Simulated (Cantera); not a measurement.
Input (Python, Cantera) and output of one run.

```python
import numpy as np
import cantera as ct

gas_names = """
    CS2 C3H8 C2H4
""".split()
cond_names = """
    NiS(b) NiS(a) NiS(L) NiS2(s) NiS2(L)
""".split()


# ... load() reads the species with a 1 bar reference pressure and builds the phases ...
species = {s.name: s for s in load("nasa_gas.yaml", gas_names) + load("nasa_condensed.yaml", cond_names)}
# Each term lists the table entries of one substance; the one whose range holds T is used.
reactions = {
    'CS2(g) + 2 NiS + C3H8(g) = 2 C2H4(g) + 2 NiS2':
        [(-1, ['CS2']), (-2, ['NiS(b)', 'NiS(a)', 'NiS(L)']), (-1, ['C3H8']), (2, ['C2H4']), (2, ['NiS2(s)', 'NiS2(L)'])],
}


def pick(names, T):
    return next(species[n] for n in names if species[n].thermo.min_temp <= T <= species[n].thermo.max_temp)


results = []
for label, terms in reactions.items():
    print(label)
    print("     T/K   dH/kJ  dS/(J/K)   dG/kJ   log10 K")
    for T in [1525, 1575, 1625, 1675, 1725]:
        used = [(nu, pick(names, T)) for nu, names in terms]
        dH = sum(nu * s.thermo.h(T) for nu, s in used) / 1e6
        dS = sum(nu * s.thermo.s(T) for nu, s in used) / 1e3
        dG = dH - T * dS / 1e3
        logK = -dG * 1e6 / (ct.gas_constant * T * np.log(10))
        results.append((label, T, dH, dS, dG, logK, [s.name for _, s in used]))
        print(f"{T:8g} {dH:8.1f} {dS:8.1f} {dG:8.1f} {logK:8.2f}")
```

Output:

```
CS2(g) + 2 NiS + C3H8(g) = 2 C2H4(g) + 2 NiS2
     T/K   dH/kJ  dS/(J/K)   dG/kJ   log10 K
    1525     60.7      4.2     54.3    -1.86
    1575     59.7      3.6     54.1    -1.79
    1625     58.8      3.0     53.9    -1.73
    1675     57.8      2.4     53.8    -1.68
    1725     56.9      1.8     53.7    -1.63
```

Cantera with NASA thermochemical tables; ideal gases at 1 bar, condensed phases pure. Condensed species are held in their standard states even where they would react or evaporate.
